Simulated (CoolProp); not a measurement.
Vapour-liquid equilibrium of CF4 (R14) (1) + ethane (2) at 0.431 MPa; x and y are mole fractions of (1).

Model: multi-fluid Helmholtz-energy mixture model, Platzer 1990 and Bücker 2006; pair parameters Bell 2016, in CoolProp. This equation is an older, rougher fit; its heat capacities, sound speeds and derivatives of the liquid may be far off and weren't checked against measurements.

Give the bubble temperature and the first vapour's composition at x = 0.25, 0.55, 0.95. Is there an azeotrope?

x = 0.25: -98.6 °C, y = 0.871; x = 0.55: -99.8 °C, y = 0.884; x = 0.95: -103.1 °C, y = 0.974. No azeotrope shows between x = 0.05 and 0.95.

The pair parameters rest on a limited set of measurements; away from them the model extrapolates. With so large a gap from Raoult's law the liquid may split in two, which this calculation doesn't test in full.
